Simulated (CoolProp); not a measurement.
Vapour-liquid equilibrium of hydrogen sulfide (1) + n-pentane (2) at 0.601 MPa; x and y are mole fractions of (1).

Computed with CoolProp (multi-fluid Helmholtz-energy mixture model, Lemmon 2006 and Thol 2019; pair parameters Kunz 2012).

```
x     bubble temperature, mixture model (°C)  bubble temperature, Raoult's law (°C)  y, mixture model  y, Raoult's law
----  --------------------------------------  -------------------------------------  ----------------  ---------------
0.05                                    79.5                                   75.3             0.388            0.485
0.15                                    41.3                                   45.4             0.807            0.805
0.25                                    17.8                                   28.1             0.923            0.904
0.35                                     5.2                                   16.4             0.958            0.947
0.45                                    -1.6                                    7.9             0.972            0.968
0.55                                    -5.5                                    1.3             0.978            0.981
0.65                                    -8.2                                   -4.1             0.983            0.988
0.75                                   -10.5                                   -8.6             0.987            0.993
0.85                                   -12.9                                  -12.4             0.991            0.997
0.95                                   -15.7                                  -15.7             0.997            0.999
```

The largest gap from Raoult's law is -11.2 K in bubble temperature, at x = 0.35. No azeotrope shows between x = 0.05 and 0.95.

Pair parameters are fitted to limited data, so mixtures are less certain than the pure fluids. The gap from Raoult's law changes sign with composition, which may be real or a fault of the pair parameters; it wasn't checked against measurements.
